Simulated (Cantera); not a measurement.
**Equilibrium for carbothermic reduction: MgO + C + H2**

Charge: 1 mol MgO, 5.8 mol C, a varied amount of H2, held at 1750 K and 16.0 Pa.

Method: chemical equilibrium by Gibbs-energy minimisation in Cantera with the NASA 1993 tables (ideal gas, pure condensed phases). Candidate condensed phases: C, C6H6, C7H8, C8H18, H2O, Mg, MgCO3, MgO, Mg(OH)2; 116 gas species. The tables' values for MgH are old estimates; treat these amounts as uncertain. Equilibrium is a limit: real reactors are often held back by kinetics, nucleation or transport.

```
n(H2) (mol)    x H2    x CO    x Mg      x H  x C2H2 (acetylene)  n C(graphite)
-----------  ------  ------  ------  -------  ------------------  -------------
0.19         0.0838   0.455   0.455  0.00532             9.63e-6           4.80
0.26          0.112   0.441   0.441  0.00614             1.28e-5           4.80
0.37          0.152   0.420   0.420  0.00717             1.75e-5           4.80
0.51          0.198   0.397   0.397  0.00819             2.28e-5           4.80
0.71          0.256   0.367   0.367  0.00930             2.94e-5           4.80
1             0.326   0.332   0.332   0.0105             3.75e-5           4.80
1.4           0.403   0.292   0.292   0.0117             4.64e-5           4.80
2             0.490   0.248   0.248   0.0129             5.63e-5           4.80
2.7           0.564   0.211   0.211   0.0138             6.48e-5           4.80
3.8           0.643   0.171   0.171   0.0147             7.39e-5           4.80
5.4           0.716   0.134   0.134   0.0156             8.23e-5           4.80
7.5           0.775   0.104   0.104   0.0162             8.90e-5           4.80
10            0.818  0.0826  0.0826   0.0166             9.40e-5           4.80
```
x: gas mole fraction; n: condensed amount in mol.

From 0.19 mol H2 to 10 mol H2 the condensed part is C(graphite). The main Mg-bearing gas is Mg throughout.
